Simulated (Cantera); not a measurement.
A perfectly stirred reactor is fed with CH3OH : O2 : N2 : H2O = 1 : 1.25 : 8.88 : 0.78 (molar parts), equivalence ratio 1.2, at 0.390 bar; it is adiabatic with a 725 K inlet, and is followed from long to short residence time, starting on the burning branch (τ in s: 0.16, 0.053, 0.017, 0.0055, 0.0018, 0.00058, 0.00019, 6e-05, 1.9e-05, 6.3e-06).

Detailed kinetics in Cantera: GRI-Mech 3.0 (53 species, 325 reactions). GRI-Mech 3.0 was tuned for natural gas; its chemistry of methanol as a main component is partial and can be far from experiment.

Problem. What does this change do: inlet temperature 725 to 500 K?

Solution. 
```csv
quantity,before,after
"blow-out, bracketed by the residence times tried","burning at 0.580 ms, out at 0.190 ms","burning at 1.80 ms, out at 0.580 ms"
x(CH3OH) at τ = 0.160 s,1.53e-6,2.17e-6
x(O2) at τ = 0.160 s,0.000772,0.000513
x(H2O) at τ = 0.160 s,0.198,0.197
x(NO) at τ = 0.160 s,4.25e-5,2.32e-5
x(C2H2) at τ = 0.160 s,1.04e-10,6.80e-10
x(CH3OH) at τ = 0.580 ms,0.000164,0.0840
x(O2) at τ = 0.580 ms,0.0108,0.105
x(H2O) at τ = 0.580 ms,0.186,0.0655
x(NO) at τ = 0.580 ms,1.18e-5,<1e-12
x(C2H2) at τ = 0.580 ms,4.39e-7,<1e-12
```

Problem. What does this change do: inlet temperature 725 to 373 K?

Solution. 
| quantity | before | after |
|---|---|---|
| blow-out, bracketed by the residence times tried | burning at 0.580 ms, out at 0.190 ms | burning at 1.80 ms, out at 0.580 ms |
| x(CH3OH) at τ = 0.160 s | 1.53e-6 | 2.72e-6 |
| x(O2) at τ = 0.160 s | 0.000772 | 0.000402 |
| x(H2O) at τ = 0.160 s | 0.198 | 0.197 |
| x(NO) at τ = 0.160 s | 4.25e-5 | 1.77e-5 |
| x(C2H2) at τ = 0.160 s | 1.04e-10 | 2.63e-9 |
| x(CH3OH) at τ = 0.580 ms | 0.000164 | 0.0840 |
| x(O2) at τ = 0.580 ms | 0.0108 | 0.105 |
| x(H2O) at τ = 0.580 ms | 0.186 | 0.0655 |
| x(NO) at τ = 0.580 ms | 1.18e-5 | <1e-12 |
| x(C2H2) at τ = 0.580 ms | 4.39e-7 | <1e-12 |
